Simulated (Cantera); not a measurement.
# Premixed flame

A freely propagating, adiabatic, planar premixed flame of H2 : O2 : N2 = 1 : 0.185 : 0.696 (molar parts), equivalence ratio 2.7, unburnt at 675 K and 5.00 bar; mixture-averaged transport, grid criteria slope 0.08 and curve 0.16, no radiation.

Cantera simulation using the H2/O2 subset of GRI-Mech 3.0, which has no nitrogen chemistry; the numbers are that mechanism's predictions, not measurements. The hydrogen kinetics of GRI-Mech 3.0 are dated; newer H2 mechanisms differ, most at raised pressure. Burning velocities carry a grid error of a few per cent, more on coarse grids.

```csv
z (mm),T (K),u (m/s),x H2,x O2,x OH,x H2O,x H2O2,x HO2
-0.194,675,10.2,0.532,0.0984,<1e-8,<1e-8,<1e-8,<1e-8
-0.129,675,10.2,0.532,0.0984,<1e-8,<1e-8,<1e-8,<1e-8
-0.0968,675,10.2,0.532,0.0984,<1e-8,6.32e-8,<1e-8,4.52e-8
-0.0645,676,10.2,0.531,0.0984,<1e-8,4.32e-6,1.98e-8,4.08e-6
-0.0323,730,10.9,0.524,0.0982,8.24e-5,0.00252,1.12e-5,0.000560
-0.0161,971,14.2,0.493,0.0907,0.000578,0.0254,2.61e-5,0.000478
0,1330,18.9,0.430,0.0630,0.00135,0.0866,8.33e-6,0.000236
0.0161,1590,22.5,0.371,0.0271,0.00212,0.157,2.01e-6,9.52e-5
0.0323,1721,24.3,0.345,0.00869,0.00221,0.193,9.33e-7,2.97e-5
0.0645,1832,25.7,0.340,0.000987,0.00213,0.209,3.78e-7,3.21e-6
0.129,1926,26.8,0.346,7.13e-5,0.00191,0.212,1.84e-7,2.81e-7
0.258,2006,27.8,0.354,2.13e-5,0.00150,0.214,9.15e-8,1.09e-7
0.516,2068,28.5,0.360,8.88e-6,0.00104,0.216,4.11e-8,4.95e-8
```
x: mole fraction of selected species; z is measured from the peak of heat release.

| Quantity | Result |
|---|---|
| laminar burning velocity | 1020 cm/s |
| thermal thickness | 0.0645 mm |
| peak x(OH) | 0.00221 |
| peak x(H2O2) | 2.66e-5 |
| peak x(HO2) | 0.000659 |
| grid points | 109 |
